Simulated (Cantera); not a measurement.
An adiabatic, constant-volume homogeneous reactor starts with H2 : O2 : N2 = 1 : 0.794 : 2.98 (molar parts), equivalence ratio 0.63, at 1025 K and 21.0 bar.

Computed with Cantera and the H2/O2 subset of GRI-Mech 3.0, which has no nitrogen chemistry. The hydrogen kinetics of GRI-Mech 3.0 are dated; newer H2 mechanisms differ, most at raised pressure. The pressure lies above the range GRI-Mech 3.0 was tuned for (to about 10 atm).

One state of this run: T (K) = 2773; P (bar) = 51.2; x H2 = 0.00241; x O2 = 0.0655; x HO2 = 4.53e-5; x H2O = 0.223; x OH = 0.0131; x O = 0.00176; x H2O2 = 4.90e-6. x: mole fraction; the columns are a selection and need not sum to one.

Task: Which value of t (s) does it belong to?
(A) 0.0240
(B) 0.000577
(C) 1.39e-5
(D) 0.00200

Result: A, 0.0240
